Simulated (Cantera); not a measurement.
What does this Cantera script print?

```python
import numpy as np
import cantera as ct

gas = ct.Solution("gri30.yaml")
gas.TPX = 1725, 1300000, {'CH4': 1, 'CO2': 0.35}
reactor = ct.IdealGasConstPressureReactor(gas, energy="off", clone=False)
net = ct.ReactorNet([reactor])
net.rtol, net.atol = 1e-08, 1e-18
show = ['CH4', 'CO2', 'CH2', 'CH3', 'H', 'H2O']
times = np.geomspace(0.001, 8, 10)

steps = ct.SolutionArray(gas, extra=["t"])
rows = []
print(f"{'t/s':>10s}{'T/K':>9s}{'P/Pa':>11s}" + "".join(f"{s:>11s}" for s in show))
for t in times:
    while net.time < t:
        t_next = net.step()
        steps.append(gas.state, t=t_next)
    rows.append([np.interp(t, steps.t, y) for y in (steps.T, steps.P, *steps(*show).X.T)])
    print(f"{t:10.3e}{rows[-1][0]:9.1f}{rows[-1][1]:11.4g}" + "".join(f"{x:11.3e}" for x in rows[-1][2:]))
rate = np.gradient(steps.T, steps.t)
print("integrator steps:", len(steps.t))
if steps.T.max() > steps.T[0] + 200:
    print(f"time of steepest temperature rise: {steps.t[rate.argmax()]:.4e} s")
gas.TPX = 1725, 1300000, {'CH4': 1, 'CO2': 0.35}
gas.equilibrate("TP")
print(f"equilibrium (TP): T = {gas.T:.1f} K  " + "  ".join(f"{s} {gas[s].X[0]:.3e}" for s in show))
```

Output:

```
       t/s      T/K       P/Pa        CH4        CO2        CH2        CH3          H        H2O
 1.000e-03   1725.0    1.3e+06  4.107e-01  1.946e-01  4.409e-08  5.880e-04  1.850e-05  1.874e-02
 2.714e-03   1725.0    1.3e+06  2.540e-01  1.286e-01  3.796e-08  3.744e-04  2.558e-05  6.030e-02
 7.368e-03   1725.0    1.3e+06  1.497e-01  4.778e-02  4.217e-08  2.451e-04  3.056e-05  1.203e-01
 2.000e-02   1725.0    1.3e+06  1.244e-01  1.723e-02  3.951e-08  2.097e-04  3.251e-05  1.271e-01
 5.429e-02   1725.0    1.3e+06  1.258e-01  1.316e-02  2.977e-08  2.042e-04  3.369e-05  9.246e-02
 1.474e-01   1725.0    1.3e+06  1.254e-01  7.573e-03  2.060e-08  1.943e-04  3.519e-05  4.871e-02
 4.000e-01   1725.0    1.3e+06  1.221e-01  2.327e-03  1.531e-08  1.826e-04  3.645e-05  1.423e-02
 1.086e+00   1725.0    1.3e+06  1.200e-01  1.653e-04  1.365e-08  1.769e-04  3.696e-05  9.963e-04
 2.947e+00   1725.0    1.3e+06  1.198e-01  3.802e-06  1.354e-08  1.765e-04  3.700e-05  2.307e-05
 8.000e+00   1725.0    1.3e+06  1.198e-01  3.643e-06  1.354e-08  1.765e-04  3.700e-05  2.212e-05
integrator steps: 1837
equilibrium (TP): T = 1725.0 K  CH4 1.198e-01  CO2 3.705e-06  CH2 1.355e-08  CH3 1.765e-04  H 3.700e-05  H2O 2.250e-05
```

Model: GRI-Mech 3.0 (53 species, 325 reactions), integrated in Cantera. GRI-Mech 3.0 stops at C3 and has no aromatics, soot or wall deposition, so with more carbon than oxygen in the feed, carbon stays in small species such as C2H2 where larger ones or solid carbon would form. The pressure lies above the range GRI-Mech 3.0 was tuned for (to about 10 atm).
